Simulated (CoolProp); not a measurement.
Properties of R1234yf along the isobar 946 kPa (Tc = 367.8 K, pc = 3384 kPa, ω = 0.276).

Model: reference Helmholtz-energy equation of state, Lemmon 2022, in CoolProp.

```json
[
 {"T (K)": "195.9", "phase": "liquid", "density (kg/m³)": "1391", "cv (kJ/(kg K))": "0.7648", "Joule-Thomson coefficient (K/MPa)": "___", "isothermal compressibility (1/MPa)": "___", "Prandtl number": "7.08", "fugacity coefficient": "0.007352"},
 {"T (K)": "218.4", "phase": "liquid", "density (kg/m³)": "1333", "cv (kJ/(kg K))": "0.7942", "Joule-Thomson coefficient (K/MPa)": "-0.3703", "isothermal compressibility (1/MPa)": "0.001682", "Prandtl number": "5.42", "fugacity coefficient": "0.03101"},
 {"T (K)": "240.9", "phase": "liquid", "density (kg/m³)": "1273", "cv (kJ/(kg K))": "0.8274", "Joule-Thomson coefficient (K/MPa)": "-0.3114", "isothermal compressibility (1/MPa)": "0.002305", "Prandtl number": "4.46", "fugacity coefficient": "0.09433"},
 {"T (K)": "263.5", "phase": "liquid", "density (kg/m³)": "1209", "cv (kJ/(kg K))": "0.8625", "Joule-Thomson coefficient (K/MPa)": "-0.2262", "isothermal compressibility (1/MPa)": "0.003317", "Prandtl number": "3.82", "fugacity coefficient": "___"},
 {"T (K)": "286", "phase": "liquid", "density (kg/m³)": "1137", "cv (kJ/(kg K))": "0.8989", "Joule-Thomson coefficient (K/MPa)": "-0.09413", "isothermal compressibility (1/MPa)": "0.005130", "Prandtl number": "3.38", "fugacity coefficient": "0.4549"},
 {"T (K)": "308.5", "phase": "liquid", "density (kg/m³)": "1053", "cv (kJ/(kg K))": "0.9376", "Joule-Thomson coefficient (K/MPa)": "0.1482", "isothermal compressibility (1/MPa)": "0.009101", "Prandtl number": "3.05", "fugacity coefficient": "0.7934"},
 {"T (K)": "331.1", "phase": "gas", "density (kg/m³)": "46.73", "cv (kJ/(kg K))": "___", "Joule-Thomson coefficient (K/MPa)": "___", "isothermal compressibility (1/MPa)": "1.295", "Prandtl number": "0.900", "fugacity coefficient": "0.8605"},
 {"T (K)": "353.6", "phase": "gas", "density (kg/m³)": "41.86", "cv (kJ/(kg K))": "0.9480", "Joule-Thomson coefficient (K/MPa)": "12.33", "isothermal compressibility (1/MPa)": "1.222", "Prandtl number": "0.853", "fugacity coefficient": "0.8889"},
 {"T (K)": "376.1", "phase": "gas", "density (kg/m³)": "38.20", "cv (kJ/(kg K))": "0.9773", "Joule-Thomson coefficient (K/MPa)": "9.920", "isothermal compressibility (1/MPa)": "1.178", "Prandtl number": "0.827", "fugacity coefficient": "0.9104"},
 {"T (K)": "398.7", "phase": "gas", "density (kg/m³)": "35.28", "cv (kJ/(kg K))": "1.008", "Joule-Thomson coefficient (K/MPa)": "8.200", "isothermal compressibility (1/MPa)": "1.150", "Prandtl number": "0.811", "fugacity coefficient": "0.9270"}
]
```

Fill in the missing entries.


- 195.9, Joule-Thomson coefficient (K/MPa): -0.4120
- 195.9, isothermal compressibility (1/MPa): 0.001270
- 263.5, fugacity coefficient: 0.2270
- 331.1, cv (kJ/(kg K)): 0.9219
- 331.1, Joule-Thomson coefficient (K/MPa): 15.96

Viscosity comes from a separate model (Bell 2016), an estimate that may be off by 10 % or more. Thermal conductivity comes from a separate model (Perkins 2011).
